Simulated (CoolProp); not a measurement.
Properties of nitrogen along the isotherm -12.95 °C.

The numbers come from the reference Helmholtz-energy equation of state, Span 2000 in CoolProp.

| p (MPa) | phase | cp (kJ/(kg K)) | Joule-Thomson coefficient (K/MPa) | isothermal compressibility (1/MPa) | Prandtl number | fugacity coefficient |
|---|---|---|---|---|---|---|
| 0.0161 | gas | 1.040 | 2.861 | 62.12 | 0.723 | 0.9999 |
| 0.0251 | gas | 1.040 | 2.860 | 39.85 | 0.723 | 0.9998 |
| 0.0391 | gas | 1.040 | 2.859 | 25.58 | 0.723 | 0.9998 |
| 0.0608 | gas | 1.041 | 2.857 | 16.45 | 0.723 | 0.9996 |
| 0.0947 | gas | 1.041 | 2.853 | 10.57 | 0.724 | 0.9994 |
| 0.147 | gas | 1.043 | 2.849 | 6.809 | 0.724 | 0.9991 |
| 0.23 | gas | 1.045 | 2.841 | 4.354 | 0.725 | 0.9986 |
| 0.357 | gas | 1.047 | 2.829 | 2.807 | 0.727 | 0.9978 |
| 0.557 | gas | 1.052 | 2.811 | 1.801 | 0.729 | 0.9966 |
| 0.867 | gas | 1.059 | 2.782 | 1.159 | 0.732 | 0.9947 |
| 1.35 | gas | 1.070 | 2.735 | 0.7463 | 0.736 | 0.9918 |
| 2.1 | gas | 1.088 | 2.662 | 0.4812 | 0.743 | 0.9876 |
| 3.27 | gas | 1.116 | 2.544 | 0.3101 | 0.752 | 0.9813 |
| 5.09 | supercritical | 1.160 | 2.353 | 0.1994 | 0.767 | 0.9724 |

Viscosity comes from a separate model (Lemmon 2004). Thermal conductivity comes from a separate model (Lemmon 2004).
